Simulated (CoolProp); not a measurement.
The numbers come from the reference Helmholtz-energy equation of state, Guder 2009 in CoolProp.

Give the vapour pressure (MPa), vapour Z, surface tension (mN/m), vapour viscosity (µPa s) of saturated sulfur hexafluoride at 281, 291.1, 301.2 K.


```tsv
T (K)	p (MPa)	vapour Z	surface tension (mN/m)	vapour viscosity (µPa s)
281	1.55	0.729	3.55	15.6
291.1	2.00	0.670	2.38	16.7
301.2	2.54	0.596	1.33	18.4
```

Viscosity comes from a separate model (Quiñones-Cisneros 2012). Surface tension comes from a separate correlation (Mulero 2012).
